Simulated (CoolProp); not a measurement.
Acetone along the isotherm 416.4 K: Z from the reference equation and from simpler models built on Tc = 508.1 K, pc = 46.92 bar, ω = 0.307; each cubic takes its own stable root.

Model: reference Helmholtz-energy equation of state, Lemmon 2006, in CoolProp. It is a short technical equation, of lower accuracy than the large ones.

```
p (bar)   phase  reference
-------  ------  ---------
0.371       gas     0.9935
0.844       gas     0.9851
1.92        gas     0.9655
4.37        gas     0.9183
22.6     liquid    0.05971
51.5     liquid     0.1341
117      liquid     0.2968
```

Task: How far does each simpler model (van der Waals, Soave-Redlich-Kwong, Peng-Robinson) lie from the reference over these 7 states: mean and median of the absolute difference, and the worst?

Result: 
- van der Waals: mean 38.4 %, median 3.9 %, worst +94.6 % at 416.4 K and 22.6 bar
- Soave-Redlich-Kwong: mean 12.7 %, median 1.9 %, worst +29.9 % at 416.4 K and 22.6 bar
- Peng-Robinson: mean 6.2 %, median 1.5 %, worst +14.6 % at 416.4 K and 22.6 bar
